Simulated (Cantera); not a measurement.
# Equilibrium for nitride etching: AlN + H2O + N2

Charge: 1 mol AlN, 11 mol H2O, 8.1 mol N2, held at 750 °C and 0.620 bar.

These are equilibrium values from Cantera (NASA tables, ideal gas, pure condensed phases), not measurements of a reactor. Candidate condensed phases: Al, AlN, Al2O3, H2O; 35 gas species. Rates play no part.

| Item | Value |
|---|---|
| x(H2O) | 0.485 |
| x(N2) | 0.439 |
| x(H2) | 0.0765 |
| x(NH3) | 4.36e-6 |
| n(Al2O3(s)) | 0.500 mol |
| gas amount | 19.60 mol |
| log10 activity of Al(l) (absent) | -21.11 |
